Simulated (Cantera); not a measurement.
An isothermal, constant-pressure homogeneous reactor starts with H2 : O2 = 0.024 : 1 (molar parts), at 1450 K and 0.0133 bar.

Detailed kinetics in Cantera: GRI-Mech 3.0 (53 species, 325 reactions). Radical loss at walls, strong at low pressure, is not modelled.

Q: Predict: x(H2) at 1.00 s; x(O2) at 1.00 s; x(OH) at 1.00 s; x(O) at 1.00 s; x(H) at 1.00 s; x(H2O) at 1.00 s.

A: 
```
Item                                                 Result
----------------  -----------------------------------------
x(H2) at 1.00 s     1.79e-5 (gas-phase equilibrium 1.98e-7)
x(O2) at 1.00 s         0.974 (gas-phase equilibrium 0.976)
x(OH) at 1.00 s   0.000996 (gas-phase equilibrium 0.000105)
x(O) at 1.00 s      0.00159 (gas-phase equilibrium 1.73e-5)
x(H) at 1.00 s      3.20e-5 (gas-phase equilibrium 3.67e-8)
x(H2O) at 1.00 s      0.0232 (gas-phase equilibrium 0.0237)
```
